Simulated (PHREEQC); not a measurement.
30 mol of Arcanite (K2SO4) is brought to equilibrium with 1 kg of water, at 25 °C and several pressures. The system is closed to CO2. Only these solids could form: Arcanite.

The numbers come from PHREEQC with the Pitzer model, pitzer.dat.

| P (atm) | dissolved K (mol/kgw) | dissolved S (mol/kgw) |
|---|---|---|
| 1 | 1.27 | 0.634 |
| 50 | 1.29 | 0.647 |
| 100 | 1.32 | 0.659 |
| 200 | 1.36 | 0.679 |
| 300 | 1.39 | 0.694 |
| 400 | 1.41 | 0.706 |
| 500 | 1.43 | 0.714 |
| 600 | 1.44 | 0.719 |
| 800 | 1.44 | 0.721 |
| 1000 | 1.43 | 0.714 |
